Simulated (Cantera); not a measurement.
What does this Cantera script print?

```python
import numpy as np
import cantera as ct

gas_names = """
    Mg MgO MgS Mg2 O O2 O3 S SO SO2 SO3 S2 S2O S8
""".split()
cond_names = """
    Mg(cr) Mg(L) MgO(s) MgO(L) MgS(s) MgSO4(s) MgSO4(L) S(cr1) S(cr2) S(L)
""".split()


# ... load() reads the species with a 1 bar reference pressure and builds the phases ...
atoms = {
    'MgO': {'Mg': 1, 'O': 1},
    'SO3': {'S': 1, 'O': 3},
    'O2': {'O': 2},
}
top_T = {'MgS(s)': 2250}  # K; cautious upper limits of use, not melting points


# ... equilibrate(T, P, feed) seeds the gas with the atoms and calls Mixture.equilibrate('TP', solver="vcs", rtol=1e-11, max_steps=5000) ...
results = []
feed = {'MgO': 1, 'SO3': 0.13, 'O2': 0.17}  # mol
P = 350000  # Pa
for T in [1273, 1323, 1373, 1423, 1473, 1523, 1573, 1623, 1673, 1723, 1773, 1823]:
    mix = equilibrate(T, P, feed)
    results.append((T, P, feed, dict(zip(mix.species_names, mix.species_moles))))
    x = sorted(zip(gas.X, gas.species_names), reverse=True)
    print(f"T = {T:g} K  P = {P:g} Pa  gas = {mix.phase_moles(0):.4g} mol")
    print("   x: " + "  ".join(f"{s} {v:.3e}" for v, s in x if v > 1e-05))
    print("   condensed (mol): " + ("  ".join(f"{mix.phase(i).name} {mix.phase_moles(i):.4g}"
          for i in range(1, mix.n_phases) if mix.phase_moles(i) > 1e-12) or "none"))
```

It prints:

```
T = 1273 K  P = 350000 Pa  gas = 0.1719 mol
   x: O2 9.921e-01  SO2 6.226e-03  SO3 1.711e-03
   condensed (mol): MgO(s) 0.8714  MgSO4(s) 0.1286
T = 1323 K  P = 350000 Pa  gas = 0.1769 mol
   x: O2 9.724e-01  SO2 2.316e-02  SO3 4.467e-03
   condensed (mol): MgO(s) 0.8749  MgSO4(s) 0.1251
T = 1373 K  P = 350000 Pa  gas = 0.1955 mol
   x: O2 9.095e-01  SO2 7.968e-02  SO3 1.081e-02
   condensed (mol): MgO(s) 0.8877  MgSO4(s) 0.1123
T = 1423 K  P = 350000 Pa  gas = 0.2971 mol
   x: O2 7.068e-01  SO2 2.692e-01  SO3 2.397e-02
   condensed (mol): MgO(s) 0.9571  MgSO4(L) 0.04289
T = 1473 K  P = 350000 Pa  gas = 0.3611 mol
   x: O2 6.400e-01  SO2 3.383e-01  SO3 2.177e-02
   condensed (mol): MgO(s) 1
T = 1523 K  P = 350000 Pa  gas = 0.3619 mol
   x: O2 6.408e-01  SO2 3.421e-01  SO3 1.706e-02
   condensed (mol): MgO(s) 1
T = 1573 K  P = 350000 Pa  gas = 0.3625 mol
   x: O2 6.414e-01  SO2 3.450e-01  SO3 1.355e-02
   condensed (mol): MgO(s) 1
T = 1623 K  P = 350000 Pa  gas = 0.363 mol
   x: O2 6.419e-01  SO2 3.472e-01  SO3 1.090e-02
   condensed (mol): MgO(s) 1
T = 1673 K  P = 350000 Pa  gas = 0.3634 mol
   x: O2 6.422e-01  SO2 3.489e-01  SO3 8.881e-03  O 1.432e-05
   condensed (mol): MgO(s) 1
T = 1723 K  P = 350000 Pa  gas = 0.3637 mol
   x: O2 6.425e-01  SO2 3.501e-01  SO3 7.318e-03  O 2.436e-05
   condensed (mol): MgO(s) 1
T = 1773 K  P = 350000 Pa  gas = 0.3639 mol
   x: O2 6.427e-01  SO2 3.511e-01  SO3 6.095e-03  O 4.023e-05
   condensed (mol): MgO(s) 1
T = 1823 K  P = 350000 Pa  gas = 0.3641 mol
   x: O2 6.429e-01  SO2 3.519e-01  SO3 5.127e-03  O 6.465e-05
   condensed (mol): MgO(s) 1
```

Cantera equilibrium calculation (NASA polynomials, part measured and part estimated; ideal gas, pure solids and liquids). Mutual solubility and eutectic melting of coexisting phases are not modelled.
